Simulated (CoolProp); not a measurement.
Properties of R1123 along the isotherm 73.65 °C.

Model: reference Helmholtz-energy equation of state, Akasaka 2020, in CoolProp.

```csv
p (MPa),phase,cp (kJ/(kg K)),cv (kJ/(kg K)),speed of sound (m/s),Joule-Thomson coefficient (K/MPa),fugacity coefficient
0.62,gas,0.9539,0.8297,192.5,8.895,0.9594
1.24,gas,0.9944,0.8403,185.9,9.196,0.9194
1.86,gas,1.047,0.8525,178.9,9.524,0.8800
2.48,gas,1.118,0.8667,171.6,9.880,0.8411
3.1,gas,1.220,0.8838,163.7,10.26,0.8026
3.72,gas,1.377,0.9048,155.2,10.66,0.7644
4.34,gas,1.655,0.9316,146.0,11.01,0.7261
4.96,supercritical,2.262,0.9677,136.3,11.13,0.6875
5.58,supercritical,3.957,1.015,128.2,10.04,0.6476
6.2,supercritical,4.738,1.024,136.1,6.688,0.6064
6.82,supercritical,3.378,0.9907,164.8,4.205,0.5679
```

The peak of cp marks the crossing from liquid-like to gas-like fluid above the critical point.
